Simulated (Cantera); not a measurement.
What does this Cantera script print?

```python
import numpy as np
import cantera as ct

gas_names = """
    H HNO HNO2 HNO3 HO2 H2 H2O H2O2 N NH NH2 NH3 NH2OH NO NO2 NO3 N2 N2H2 N2H4 N2O O OH O2 O3 Si SiH
    SiH2 SiH3 SiH4 SiN SiO SiO2 Si2 Si2N Si3
""".split()
cond_names = """
    H2O(s) H2O(L) Si(cr) Si(L) SiO2(Lqz) SiO2(hqz) SiO2(L) Si2N2O(s) Si3N4(a)
""".split()


def load(file, names, dense=False):
    # The tables refer to 1 bar. Condensed volumes are neglected.
    table = {s.name: s for s in ct.Species.list_from_file(file)}
    out = []
    for n in names:
        d = dict(table[n].input_data)
        d["thermo"] = dict(d["thermo"], **{"reference-pressure": 1e5})
        if dense:
            d["equation-of-state"] = {"model": "constant-volume", "density": "1e6 g/cm^3"}
        out.append(ct.Species.from_dict(d))
    return out


gas = ct.Solution(thermo="ideal-gas", species=load("nasa_gas.yaml", gas_names))
cond = {s.name: ct.Solution(thermo="fixed-stoichiometry", species=[s], name=s.name)
        for s in load("nasa_condensed.yaml", cond_names, dense=True)}
atoms = {
    'Si3N4': {'Si': 3, 'N': 4},
    'H2O': {'H': 2, 'O': 1},
    'N2': {'N': 2},
}
top_T = {'Si2N2O(s)': 2100, 'Si3N4(a)': 2400}  # K; cautious upper limits of use, not melting points


def equilibrate(T, P, feed):
    n = {}
    for name, mol in feed.items():
        for a, k in atoms[name].items():
            n[a] = n.get(a, 0.0) + k * mol
    gas.TPX = T, P, n
    mass = sum(n.values()) * gas.mean_molecular_weight
    gas.equilibrate("TP")
    valid = [c for c in cond.values() if c.min_temp <= T <= top_T.get(c.name, c.max_temp)]
    mix = ct.Mixture([(gas, mass / gas.mean_molecular_weight)] + [(c, 0.0) for c in valid])
    mix.T, mix.P = T, P
    mix.equilibrate("TP", solver="vcs", rtol=1e-11, max_steps=5000)
    return mix


results = []
feed = {'Si3N4': 1, 'H2O': 0.69, 'N2': 8.4}  # mol
P = 120  # Pa
for T in [1350, 1400, 1450, 1500, 1550, 1600, 1650, 1700, 1750, 1800, 1850, 1900, 1950, 2000]:
    mix = equilibrate(T, P, feed)
    results.append((T, P, feed, dict(zip(mix.species_names, mix.species_moles))))

top = {s: max(r[3][s] / sum(r[3][g] for g in gas_names) for r in results) for s in gas_names}
cols = sorted((s for s in top if top[s] > 1e-05), key=lambda s: -top[s])[:5]
seen = [c for c in cond_names if any(r[3].get(c, 0) > 1e-12 for r in results)]
print("log10 of partial pressures in bar; condensed amounts in mol")
print(f"{'T/K':>10s}" + "".join(f"{s[:9]:>10s}" for s in cols + seen))
for T, P, feed, n in results:
    ng = sum(n[g] for g in gas_names)
    print(f"{T:10.4g}" + "".join(f"{np.log10(max(n[s] / ng * P / 1e5, 1e-99)):10.3f}" for s in cols)
          + "".join(f"{n.get(c, 0):10.4g}" for c in seen))
```

Result:

```
log10 of partial pressures in bar; condensed amounts in mol
       T/K        N2        H2       SiO        Si         H     Si(L) Si2N2O(s)  Si3N4(a)
      1350    -2.954    -4.051    -8.759   -11.565    -7.649         0      0.69      0.54
      1400    -2.954    -4.052    -7.958   -10.609    -7.339         0    0.6899      0.54
      1450    -2.954    -4.052    -7.213    -9.720    -7.050         0    0.6895    0.5402
      1500    -2.954    -4.052    -6.519    -8.891    -6.780         0    0.6876    0.5408
      1550    -2.955    -4.053    -5.871    -8.116    -6.528         0    0.6795    0.5435
      1600    -2.956    -4.055    -5.264    -7.390    -6.292         0    0.6474    0.5541
      1650    -2.962    -4.064    -4.693    -6.705    -6.074         0     0.529    0.5931
      1700    -2.975    -4.157    -4.154    -6.168    -5.910     2.303         0         0
      1750    -2.976    -4.160    -4.154    -5.824    -5.713     2.294         0         0
      1800    -2.977    -4.164    -4.155    -5.498    -5.528     2.276         0         0
      1850    -2.978    -4.171    -4.156    -5.191    -5.354     2.241         0         0
      1900    -2.981    -4.180    -4.159    -4.899    -5.190     2.176         0         0
      1950    -2.986    -4.194    -4.164    -4.623    -5.038     2.055         0         0
      2000    -2.994    -4.216    -4.172    -4.361    -4.897     1.836         0         0
```

Equilibrium computed with Cantera from the NASA thermochemical tables; the gas is ideal and each condensed phase is pure. Mutual solubility and eutectic melting of coexisting phases are not modelled. The tables' values for SiN are old estimates; treat these amounts as uncertain.
